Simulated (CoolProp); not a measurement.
Saturation properties of methane (Tc = 190.6 K, pc = 4599 kPa, ω = 0.011).

Values from CoolProp's reference Helmholtz-energy equation of state, Setzmann 1991.

| T (K) | p (kPa) | enthalpy of vaporisation (kJ/kg) | liquid cp (kJ/(kg K)) | liquid viscosity (µPa s) |
|---|---|---|---|---|
| 135.7 | 509.7 | 457.3 | 3.739 | 73.4 |
| 139.7 | 631.3 | 446.0 | 3.807 | 68.5 |
| 143.8 | 776.5 | 433.5 | 3.890 | 63.8 |
| 147.8 | 940.1 | 420.3 | 3.986 | 59.6 |
| 151.9 | 1132 | 405.6 | 4.106 | 55.5 |
| 156 | 1351 | 389.5 | 4.254 | 51.7 |
| 160 | 1592 | 372.3 | 4.435 | 48.1 |
| 164.1 | 1870 | 352.7 | 4.677 | 44.5 |
| 168.1 | 2173 | 331.4 | 4.995 | 41.2 |
| 172.2 | 2518 | 306.6 | 5.458 | 37.7 |

It boils at 111.7 K under 1 atm.

Viscosity comes from a separate model (Quiñones-Cisneros 2006).
